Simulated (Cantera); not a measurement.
A Cantera script and what it prints.

```python
import numpy as np
import cantera as ct

gas_names = """
    O O2 O3 S SO SO2 SO3 S2 S2O S8
""".split()
cond_names = """
    S(cr1) S(cr2) S(L)
""".split()


def load(file, names, dense=False):
    # The tables refer to 1 bar. Condensed volumes are neglected.
    table = {s.name: s for s in ct.Species.list_from_file(file)}
    out = []
    for n in names:
        d = dict(table[n].input_data)
        d["thermo"] = dict(d["thermo"], **{"reference-pressure": 1e5})
        if dense:
            d["equation-of-state"] = {"model": "constant-volume", "density": "1e6 g/cm^3"}
        out.append(ct.Species.from_dict(d))
    return out


gas = ct.Solution(thermo="ideal-gas", species=load("nasa_gas.yaml", gas_names))
cond = {s.name: ct.Solution(thermo="fixed-stoichiometry", species=[s], name=s.name)
        for s in load("nasa_condensed.yaml", cond_names, dense=True)}
atoms = {
    'SO2': {'S': 1, 'O': 2},
}
top_T = {}  # K; cautious upper limits of use, not melting points


def equilibrate(T, P, feed):
    n = {}
    for name, mol in feed.items():
        for a, k in atoms[name].items():
            n[a] = n.get(a, 0.0) + k * mol
    gas.TPX = T, P, n
    mass = sum(n.values()) * gas.mean_molecular_weight
    gas.equilibrate("TP")
    valid = [c for c in cond.values() if c.min_temp <= T <= top_T.get(c.name, c.max_temp)]
    mix = ct.Mixture([(gas, mass / gas.mean_molecular_weight)] + [(c, 0.0) for c in valid])
    mix.T, mix.P = T, P
    mix.equilibrate("TP", solver="vcs", rtol=1e-11, max_steps=5000)
    return mix


results = []
feed = {'SO2': 1}  # mol
T = 2323.15  # K
P = 140  # Pa
mix = equilibrate(T, P, feed)
results.append((T, P, feed, dict(zip(mix.species_names, mix.species_moles))))
x = sorted(zip(gas.X, gas.species_names), reverse=True)
print(f"T = {T:g} K  P = {P:g} Pa  gas = {mix.phase_moles(0):.4g} mol")
print("   x: " + "  ".join(f"{s} {v:.3e}" for v, s in x if v > 1e-06))
print("   condensed (mol): " + ("  ".join(f"{mix.phase(i).name} {mix.phase_moles(i):.4g}"
      for i in range(1, mix.n_phases) if mix.phase_moles(i) > 1e-12) or "none"))
```

Result:

```
T = 2323.15 K  P = 140 Pa  gas = 1.112 mol
   x: SO2 7.444e-01  SO 1.467e-01  O2 6.275e-02  O 3.799e-02  S 7.934e-03  S2 2.271e-04  SO3 1.803e-05  S2O 1.365e-05
   condensed (mol): none
```

Equilibrium computed with Cantera from the NASA thermochemical tables; the gas is ideal and each condensed phase is pure.
